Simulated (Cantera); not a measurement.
Input: 1 mol SiH2Cl2, 21 mol N2, equilibrated at 1073.15 K and 5.70 mbar.

Method: chemical equilibrium by Gibbs-energy minimisation in Cantera with the NASA 1993 tables (ideal gas, pure condensed phases). Candidate condensed phases: NH4Cl, Si, Si3N4; 28 gas species. N2 is the only nitrogen source here; it is nearly inert below about 1500 K, so the nitride shown seldom forms there in practice. The tables' values for SiCl3 are old estimates; treat these amounts as uncertain. Kinetics and transport are ignored.

Base state: N2 0.916, HCl 0.0660, H2 0.0119, SiCl4 0.00587, SiCl3 6.56e-5, SiHCl3 1.29e-5, SiCl2 1.17e-5 (mole fractions); condensed: Si3N4(s).

What changes in the equilibrium state with this change: 1.4 mol HF added?


```tsv
species	before	after
N2	0.916	0.872
HCl	0.0660	0.0783
H2	0.0119	0.0327
SiF4	0	0.0147
HF	0	0.000220
SiF3	0	1.72e-5
SiHF3	0	1.44e-5
SiCl4	0.00587	0.00158
Si3N4(s), mol	0.289	0.204
```
The tables' values for SiCl3, SiF3 are old estimates; treat these amounts as uncertain.
